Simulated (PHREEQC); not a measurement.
Synthetic water in mg/L, 20 °C, pH 2.54, pe 11:

```csv
constituent,mg/L
Na,63.7
K,5.54
Ca,93.3
Mg,8.98
Cl,66.7
S(6) as SO4,591
Cu(2),3.6
F,0.0909
```

Valence states are taken as typed.

Equilibrium calculation in PHREEQC: ion-association model, wateq4f.dat.

Each row changes one thing in this solution. Precipitation was switched off in this run.

| case | ionic strength (mol/kgw) | SO4-2 (mol/kgw) | Ca+2 (mol/kgw) | HSO4- (mol/kgw) | CaSO4 (mol/kgw) | Mg+2 (mol/kgw) | SI of Gypsum (CaSO4:2H2O) | SI of Fluorite (CaF2) |
|---|---|---|---|---|---|---|---|---|
| as made | 0.0179 | 0.00464 | 0.00176 | 0.000798 | 0.000560 | 0.000274 | -0.95 | -4.37 |
| S(6) from 591 to 296 mg/L | ___ | 0.00224 | 0.00198 | 0.000403 | 0.000342 | 0.000311 | -1.16 | -4.29 |
| all concentrations times 2 at the same typed pH | 0.0326 | 0.00898 | 0.00316 | 0.00139 | 0.00148 | 0.000490 | -0.53 | -3.58 |
| Cu(2) from 3.6 to 7.2 mg/L | 0.0179 | ___ | 0.00176 | 0.000796 | ___ | 0.000275 | -0.95 | -4.37 |

Q: Fill in the missing entries.

A: 
- S(6) from 591 to 296 mg/L, ionic strength (mol/kgw): 0.0134
- Cu(2) from 3.6 to 7.2 mg/L, SO4-2 (mol/kgw): 0.00463
- Cu(2) from 3.6 to 7.2 mg/L, CaSO4 (mol/kgw): 0.000558

Species that the database lacks are ignored.
